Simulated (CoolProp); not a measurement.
Properties of ammonia along the isotherm 353.05 °C (Tc = 132.4 °C, pc = 11.36 MPa, ω = 0.256).

Computed with CoolProp (reference Helmholtz-energy equation of state, Gao 2020).

```csv
p (MPa),phase,cp (kJ/(kg K)),isothermal compressibility (1/MPa),Prandtl number
10,gas,3.027,?,?
20,supercritical,3.419,0.05543,0.943
30,supercritical,3.821,?,0.983
40,supercritical,?,0.02703,1.00
50,supercritical,4.334,0.01983,0.996
60,supercritical,4.393,0.01466,0.969
70,supercritical,4.381,0.01108,0.935
80,supercritical,?,0.008616,0.902
90,supercritical,4.289,0.006896,0.871
100,supercritical,4.237,0.005661,?
```

### Question
Some entries are withheld; supply them.

### Answer

- 10, isothermal compressibility (1/MPa): 0.1061
- 10, Prandtl number: 0.896
- 30, isothermal compressibility (1/MPa): 0.03736
- 40, cp (kJ/(kg K)): 4.148
- 80, cp (kJ/(kg K)): 4.340
- 100, Prandtl number: 0.844

Viscosity comes from a separate model (Fenghour 1995). Thermal conductivity comes from a separate model (Tufeu 1984).
